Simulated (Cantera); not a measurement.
Input (Python, Cantera):

```python
import numpy as np
import cantera as ct

gas = ct.Solution("h2o2.yaml")
gas.TPX = 1150, 12000, {'H2': 0.37, 'O2': 1, 'N2': 0.63}
reactor = ct.IdealGasConstPressureReactor(gas, energy="off", clone=False)
net = ct.ReactorNet([reactor])
net.rtol, net.atol = 1e-08, 1e-18
show = ['H2', 'O2', 'OH', 'H', 'HO2']
times = np.geomspace(0.0001, 40, 10)

steps = ct.SolutionArray(gas, extra=["t"])
rows = []
print(f"{'t/s':>10s}{'T/K':>9s}{'P/Pa':>11s}" + "".join(f"{s:>11s}" for s in show))
for t in times:
    while net.time < t:
        t_next = net.step()
        steps.append(gas.state, t=t_next)
    rows.append([np.interp(t, steps.t, y) for y in (steps.T, steps.P, *steps(*show).X.T)])
    print(f"{t:10.3e}{rows[-1][0]:9.1f}{rows[-1][1]:11.4g}" + "".join(f"{x:11.3e}" for x in rows[-1][2:]))
rate = np.gradient(steps.T, steps.t)
print("integrator steps:", len(steps.t))
if steps.T.max() > steps.T[0] + 200:
    print(f"time of steepest temperature rise: {steps.t[rate.argmax()]:.4e} s")
gas.TPX = 1150, 12000, {'H2': 0.37, 'O2': 1, 'N2': 0.63}
gas.equilibrate("TP")
print(f"equilibrium (TP): T = {gas.T:.1f} K  " + "  ".join(f"{s} {gas[s].X[0]:.3e}" for s in show))
```

Result:

```
       t/s      T/K       P/Pa         H2         O2         OH          H        HO2
 1.000e-04   1150.0    1.2e+04  1.850e-01  5.000e-01  1.146e-06  4.640e-06  2.261e-07
 4.192e-04   1150.0    1.2e+04  8.557e-03  4.330e-01  6.015e-03  2.204e-02  5.764e-05
 1.758e-03   1150.0    1.2e+04  3.323e-04  4.484e-01  8.312e-04  9.112e-05  1.914e-05
 7.368e-03   1150.0    1.2e+04  1.576e-05  4.489e-01  1.977e-04  1.167e-06  2.037e-06
 3.089e-02   1150.0    1.2e+04  1.158e-06  4.490e-01  6.751e-05  4.458e-08  2.656e-07
 1.295e-01   1150.0    1.2e+04  1.609e-07  4.490e-01  2.794e-05  3.160e-09  4.925e-08
 5.429e-01   1150.0    1.2e+04  3.100e-08  4.490e-01  1.272e-05  3.003e-10  1.363e-08
 2.276e+00   1150.0    1.2e+04  7.531e-09  4.490e-01  6.302e-06  3.764e-11  9.529e-09
 9.541e+00   1150.0    1.2e+04  3.884e-09  4.490e-01  4.394e-06  1.383e-11  1.107e-08
 4.000e+01   1150.0    1.2e+04  3.798e-09  4.490e-01  4.335e-06  1.336e-11  1.115e-08
integrator steps: 1949
equilibrium (TP): T = 1150.0 K  H2 3.798e-09  O2 4.490e-01  OH 4.335e-06  H 1.336e-11  HO2 1.115e-08
```

Computed with Cantera and the H2/O2 subset of GRI-Mech 3.0, which has no nitrogen chemistry. The temperature is held fixed by assumption; the heat of reaction is taken as removed at once.
